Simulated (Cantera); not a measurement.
Cantera run:

```python
import numpy as np
import cantera as ct

gas_names = """
    C CH CH2 CH3 CH4 C2 C2H C2H2,acetylene C2H2,vinylidene C2H3,vinyl C2H4 C2H5 C2H6 C3 C3H3,propargyl
    C3H4,allene C3H4,propyne C3H4,cyclo- C3H5,allyl C3H6,propylene C3H6,cyclo- C3H7,n-propyl
    C3H7,i-propyl C3H8 C4 C4H2 C4H4,1,3-cyclo- C4H6,butadiene C4H6,2-butyne C4H6,cyclo- C4H8,1-butene
    C4H8,cis2-buten C4H8,tr2-butene C4H8,isobutene C4H8,cyclo- C4H9,n-butyl C4H9,i-butyl C4H9,s-butyl
    C4H9,t-butyl C4H10,isobutane C4H10,n-butane C5 C5H6,1,3cyclo- C5H8,cyclo- C5H10,1-pentene
    C5H10,cyclo- C5H11,pentyl C5H11,t-pentyl C5H12,n-pentane C5H12,i-pentane CH3C(CH3)2CH3 C6H2
    C6H5,phenyl C6H6 C6H10,cyclo- C6H12,1-hexene C6H12,cyclo- C6H13,n-hexyl C7H7,benzyl C7H8
    C7H14,1-heptene C7H15,n-heptyl C7H16,n-heptane C8H8,styrene C8H10,ethylbenz C8H16,1-octene
    C8H17,n-octyl C8H18,isooctane C8H18,n-octane C9H19,n-nonyl C10H8,naphthale C10H21,n-decyl
    C12H9,o-bipheny C12H10,bipheny H H2 Si SiC SiC2 SiC4H12 SiH SiH2 SiH3 SiH4 Si2 Si2C Si3
""".split()
cond_names = """
    C(gr) C6H6(L) C7H8(L) C8H18(L),n-octa Si(cr) Si(L) SiC(b)
""".split()


def load(file, names, dense=False):
    # The tables refer to 1 bar. Condensed volumes are neglected.
    table = {s.name: s for s in ct.Species.list_from_file(file)}
    out = []
    for n in names:
        d = dict(table[n].input_data)
        d["thermo"] = dict(d["thermo"], **{"reference-pressure": 1e5})
        if dense:
            d["equation-of-state"] = {"model": "constant-volume", "density": "1e6 g/cm^3"}
        out.append(ct.Species.from_dict(d))
    return out


gas = ct.Solution(thermo="ideal-gas", species=load("nasa_gas.yaml", gas_names))
cond = {s.name: ct.Solution(thermo="fixed-stoichiometry", species=[s], name=s.name)
        for s in load("nasa_condensed.yaml", cond_names, dense=True)}
atoms = {
    'Si(CH3)4': {'Si': 1, 'C': 4, 'H': 12},
    'C2H2': {'C': 2, 'H': 2},
    'H2': {'H': 2},
}
top_T = {'C(gr)': 4500, 'SiC(b)': 3050}  # K; cautious upper limits of use, not melting points


def equilibrate(T, P, feed):
    n = {}
    for name, mol in feed.items():
        for a, k in atoms[name].items():
            n[a] = n.get(a, 0.0) + k * mol
    gas.TPX = T, P, n
    mass = sum(n.values()) * gas.mean_molecular_weight
    gas.equilibrate("TP")
    valid = [c for c in cond.values() if c.min_temp <= T <= top_T.get(c.name, c.max_temp)]
    mix = ct.Mixture([(gas, mass / gas.mean_molecular_weight)] + [(c, 0.0) for c in valid])
    mix.T, mix.P = T, P
    mix.equilibrate("TP", solver="vcs", rtol=1e-11, max_steps=5000)
    return mix


results = []
feed = {'Si(CH3)4': 1, 'C2H2': 0.38, 'H2': 1300}  # mol
T = 1725  # K
P = 13332.2  # Pa
mix = equilibrate(T, P, feed)
results.append((T, P, feed, dict(zip(mix.species_names, mix.species_moles))))
print(gas.report(threshold=0.001))
for i in range(1, mix.n_phases):
    print(f"{mix.phase(i).name:16s} {mix.phase_moles(i):12.5e} mol")
```

It prints:

```
       temperature   1725 K
          pressure   13332 Pa
           density   0.0018774 kg/m^3
  mean mol. weight   2.0196 kg/kmol
   phase of matter   gas

                          1 kg             1 kmol
                     ---------------   ---------------
          enthalpy        2.1708e+07        4.3841e+07  J
   internal energy        1.4606e+07        2.9498e+07  J
           entropy             99176         2.003e+05  J/K
    Gibbs function       -1.4937e+08       -3.0167e+08  J
 heat capacity c_p             16455             33232  J/K
 heat capacity c_v             12338             24917  J/K

                      mass frac. Y      mole frac. X     chem. pot. / RT
                     ---------------   ---------------   ---------------
                H2           0.99748           0.99926           -21.035
     [  +86 minor]         0.0025215        0.00073586

C(gr)             3.34321e+00 mol
Si(L)             0.00000e+00 mol
SiC(b)            9.99358e-01 mol
```

Equilibrium computed with Cantera from the NASA thermochemical tables; the gas is ideal and each condensed phase is pure.
